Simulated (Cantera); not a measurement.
**Ammonia decomposition in nitride growth gas**

An isothermal, constant-pressure homogeneous reactor starts with 5.56 % NH3, 94.4 % H2, at 2123 K and 101000 Pa.

Model: the gas-phase N/H chemistry of the illustrative SiF4/NH3 mechanism in the Surface Chemkin manual (1991), integrated in Cantera. Walls and surfaces, which speed up NH3 decomposition in real reactors, are not modelled.

```tsv
t (s)	x NH3	x H2	x N2	x N2H2	x H	x NH2	x N2H4
4.00e-5	0.0555	0.944	2.50e-8	9.74e-10	0.000167	2.99e-5	1.63e-10
0.000163	0.0554	0.944	5.40e-6	2.82e-8	0.000658	0.000117	2.52e-9
0.000661	0.0543	0.943	0.000447	2.98e-7	0.00162	0.000282	1.46e-8
0.00269	0.0475	0.947	0.00366	2.86e-7	0.00177	0.000269	1.32e-8
0.0109	0.0281	0.957	0.0129	1.53e-7	0.00209	0.000186	6.34e-9
0.0444	0.00516	0.968	0.0238	1.51e-8	0.00314	5.07e-5	4.70e-10
0.180	0.000647	0.970	0.0260	3.22e-10	0.00352	7.11e-6	9.23e-12
0.733	0.000135	0.970	0.0262	1.43e-11	0.00353	1.49e-6	<1e-12
2.98	3.21e-5	0.970	0.0263	<1e-12	0.00353	3.54e-7	<1e-12
12.1	8.09e-6	0.970	0.0263	<1e-12	0.00353	8.92e-8	<1e-12
49.2	2.97e-6	0.970	0.0263	<1e-12	0.00353	3.27e-8	<1e-12
200	2.60e-6	0.970	0.0263	<1e-12	0.00353	2.86e-8	<1e-12
```
x: mole fraction; the columns are a selection and need not sum to one.

Equilibrium at this temperature and pressure: NH3 2.60e-6, H2 0.970, N2 0.0263, N2H2 <1e-12, H 0.00353, NH2 2.86e-8, N2H4 <1e-12 (gas phase only).
